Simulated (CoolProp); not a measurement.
Saturation properties of C2F6 (R116).

Computed with CoolProp (reference Helmholtz-energy equation of state, Lemmon 2006). It is a short technical equation, of lower accuracy than the large ones.

```tsv
T (°C)	p (MPa)	vapour density (kg/m³)	liquid cp (kJ/(kg K))	surface tension (mN/m)	liquid viscosity (µPa s)
-53.75	0.3182	26.77	1.012	7.80	277
-50.25	0.3666	30.72	1.025	7.35	261
-46.85	0.4187	34.99	1.037	6.92	247
-43.35	0.4779	39.88	1.051	6.48	233
-39.95	0.5413	45.15	1.066	6.05	220
-36.45	0.6128	51.17	1.082	5.62	208
-33.05	0.6888	57.66	1.098	5.20	196
-29.55	0.7742	65.08	1.117	4.78	185
-26.15	0.8644	73.07	1.137	4.38	175
-22.65	0.9651	82.23	1.161	3.97	164
```

It boils at -78.1 °C under 1 atm.

Viscosity comes from a separate model (Huber 2003), an estimate that may be off by 10 % or more. Surface tension comes from a separate correlation (Mulero 2012).
